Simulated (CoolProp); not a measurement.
Vapour-liquid equilibrium of dimethyl ether (1) + n-pentane (2) at 0.243 MPa; x and y are mole fractions of (1).

Values from CoolProp's multi-fluid Helmholtz-energy mixture model, Wu 2011 and Thol 2019; pair parameters Bell 2016.

```csv
x,"bubble temperature, mixture model (K)","bubble temperature, Raoult's law (K)","y, mixture model","y, Raoult's law"
0.05,331.6,328.5,0.188,0.268
0.15,…,314.8,0.522,0.573
0.25,304.3,304.8,0.735,0.732
0.35,293.8,297.1,0.847,0.824
0.45,…,290.9,0.903,0.883
0.55,281.4,285.9,0.933,0.922
0.65,278.1,281.6,0.951,0.949
0.75,275.7,277.9,…,0.969
0.85,273.7,274.7,0.975,0.984
0.95,271.7,271.8,0.990,0.995
```

### Question
Some entries are withheld; supply them.

### Answer

- 0.15, bubble temperature, mixture model (K): 317.7
- 0.45, bubble temperature, mixture model (K): 286.3
- 0.75, y, mixture model: 0.964

The largest gap from Raoult's law is -4.6 K in bubble temperature, at x = 0.45. No azeotrope shows between x = 0.05 and 0.95.

Pair parameters are fitted to limited data, so mixtures are less certain than the pure fluids. The gap from Raoult's law changes sign with composition, which may be real or a fault of the pair parameters; it wasn't checked against measurements.
